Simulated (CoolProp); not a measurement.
Aqueous lithium chloride as a coolant, 7 % by mass, freezing at -7.7 °C, 1 atm.

Values from CoolProp's Melinder's fits for secondary coolants.

```tsv
T (°C)	Prandtl number	viscosity (mPa s)	cp (kJ/(kg K))	conductivity (W/(m K))
-5.9	18.7	2.66	3.798	0.539
0.5	14.8	(withheld)	3.800	0.549
6.9	12.0	1.77	3.804	0.560
13.4	9.94	1.49	3.809	0.570
19.8	8.38	1.28	3.814	0.580
26.2	7.16	1.11	3.820	(withheld)
32.7	6.15	(withheld)	3.826	0.600
```

Q: Complete the blanks.

A: 
- 0.5, viscosity (mPa s): 2.14
- 26.2, conductivity (W/(m K)): 0.590
- 32.7, viscosity (mPa s): 0.965
